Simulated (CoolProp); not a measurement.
Vapour pressure (MPa) of n-hexane: the reference equation beside estimates from Tc = 234.7 °C, pc = 3.044 MPa, ω = 0.300.

Model: reference Helmholtz-energy equation of state, Thol 2019, in CoolProp.

| T (°C) | reference | Lee-Kesler | van der Waals | Redlich-Kwong | Soave-Redlich-Kwong |
|---|---|---|---|---|---|
| 61.25 | 0.07965 | 0.07897 | 0.4434 | 0.1554 | 0.07908 |
| 69.25 | 0.1030 | 0.1025 | 0.5026 | 0.1924 | 0.1026 |
| 77.35 | 0.1319 | 0.1316 | 0.5677 | 0.2361 | 0.1316 |
| 85.35 | 0.1661 | 0.1663 | 0.6371 | 0.2858 | 0.1662 |
| 93.45 | 0.2075 | 0.2081 | 0.7128 | 0.3434 | 0.2080 |
| 101.55 | 0.2563 | 0.2576 | 0.7941 | 0.4089 | 0.2575 |
| 109.55 | 0.3126 | 0.3146 | 0.8801 | 0.4818 | 0.3148 |
| 117.65 | 0.3788 | 0.3815 | 0.9729 | 0.5644 | 0.3822 |
| 125.75 | 0.4551 | 0.4586 | 1.072 | 0.6565 | 0.4600 |
| 133.75 | 0.5412 | 0.5454 | 1.176 | 0.7571 | 0.5481 |
| 141.85 | 0.6404 | 0.6453 | 1.287 | 0.8694 | 0.6495 |
| 149.85 | 0.7511 | 0.7566 | 1.403 | 0.9910 | 0.7628 |
| 157.95 | 0.8772 | 0.8831 | 1.527 | 1.125 | 0.8919 |
| 166.05 | 1.019 | 1.025 | 1.658 | 1.272 | 1.036 |
| 174.05 | 1.174 | 1.181 | 1.794 | 1.428 | 1.196 |

Absolute difference from the reference over all 15 rows, mean and median: Lee-Kesler 0.6 and 0.6 %, van der Waals 192.0 and 156.8 %, Redlich-Kwong 52.5 and 49.0 %, Soave-Redlich-Kwong 1.0 and 0.9 %.
